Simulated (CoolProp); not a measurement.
Vapour-liquid equilibrium of R143a (1) + isobutene (2) at 33.15 °C; x and y are mole fractions of (1).

Values from CoolProp's multi-fluid Helmholtz-energy mixture model, Lemmon and Jacobsen 2000 and Lemmon 2005; pair parameters Bell 2016.

| x | bubble pressure, mixture model (MPa) | bubble pressure, Raoult's law (MPa) | y, mixture model | y, Raoult's law |
|---|---|---|---|---|
| 0.05 | 0.5098 | 0.4458 | 0.250 | 0.174 |
| 0.2 | [?] | 0.6203 | 0.544 | 0.500 |
| 0.35 | [?] | 0.7949 | [?] | 0.683 |
| 0.5 | [?] | 0.9695 | [?] | 0.800 |
| 0.65 | 1.259 | 1.144 | 0.811 | 0.881 |
| 0.8 | 1.387 | 1.319 | 0.883 | 0.941 |
| 0.95 | [?] | 1.493 | [?] | 0.987 |

### Question
Some entries are withheld; supply them.

### Answer

- 0.2, bubble pressure, mixture model (MPa): 0.7864
- 0.35, bubble pressure, mixture model (MPa): 0.9775
- 0.35, y, mixture model: 0.664
- 0.5, bubble pressure, mixture model (MPa): 1.127
- 0.5, y, mixture model: 0.742
- 0.95, bubble pressure, mixture model (MPa): 1.511
- 0.95, y, mixture model: 0.968

The largest gap from Raoult's law is +26.8 % in bubble pressure, at x = 0.2. No azeotrope shows between x = 0.05 and 0.95.

The pair parameters rest on a limited set of measurements; away from them the model extrapolates.
